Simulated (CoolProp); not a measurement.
Vapour-liquid equilibrium of nitrogen (1) + oxygen (2) at 0.61 MPa; x and y are mole fractions of (1).

Values from CoolProp's multi-fluid Helmholtz-energy mixture model, Span 2000 and Schmidt 1985; pair parameters Gernert 2013.

```csv
x,"bubble temperature, mixture model (°C)","bubble temperature, Raoult's law (°C)","y, mixture model","y, Raoult's law"
0.05,___,-162.6,0.120,0.124
0.125,___,-164.3,0.270,0.281
0.2,-166.1,-165.8,0.391,0.410
0.275,-167.5,-167.2,___,0.518
0.35,-168.7,-168.5,0.577,0.608
0.425,-169.9,-169.7,0.650,0.683
0.5,-170.9,-170.8,0.713,0.748
0.575,-171.9,-171.8,0.770,0.803
0.65,-172.8,-172.8,0.820,0.850
0.725,-173.7,-173.7,___,0.891
0.8,-174.5,-174.5,0.907,0.926
0.875,-175.3,-175.3,0.944,0.957
0.95,-176.1,-176.1,0.979,0.984
```

**Question.** Fill in the missing entries.

**Answer.** 
- 0.05, bubble temperature, mixture model (°C): -162.8
- 0.125, bubble temperature, mixture model (°C): -164.5
- 0.275, y, mixture model: 0.492
- 0.725, y, mixture model: 0.866

The largest gap from Raoult's law is -0.3 K in bubble temperature, at x = 0.2. No azeotrope shows between x = 0.05 and 0.95.

Pair parameters are fitted to limited data, so mixtures are less certain than the pure fluids.
